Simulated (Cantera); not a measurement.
Charge: 1 mol CaCO₃, 1.2 mol C, 1.3 mol H₂O, held at 1573.15 K and 1.00 bar.

Equilibrium computed with Cantera from the NASA thermochemical tables; the gas is ideal and each condensed phase is pure. Candidate condensed phases: C, C₆H₆, C₇H₈, C₈H₁₈, Ca, CaCO₃, CaO, Ca(OH)₂, H₂O; 115 gas species. Rates play no part.

Base state: CO 0.485, H₂ 0.200, H₂O 0.171, CO₂ 0.143, H 1.82e-5 (mole fractions); condensed: CaO(s).

**Question.** What changes in the equilibrium state with this change: CaCO₃ replaced by Mg(OH)₂?

**Answer.** 
```csv
species,before,after
H₂,0.200,0.404
CO,0.485,0.282
H₂O,0.171,0.253
CO₂,0.143,0.0611
H,1.82e-5,2.59e-5
"CaO(s), mol",1.000,0
"MgO(s), mol",0,1.00
```
Further candidate phases: Mg, MgCO₃, MgO, Mg(OH)₂.

**Question.** What changes in the equilibrium state with this change: C from 1.2 to 0.68 mol?

**Answer.** 
```tsv
species	before	after
CO	0.485	0.320
H₂O	0.171	0.300
CO₂	0.143	0.244
H₂	0.200	0.136
H	1.82e-5	1.50e-5
CaO(s), mol	1.000	1.000
```
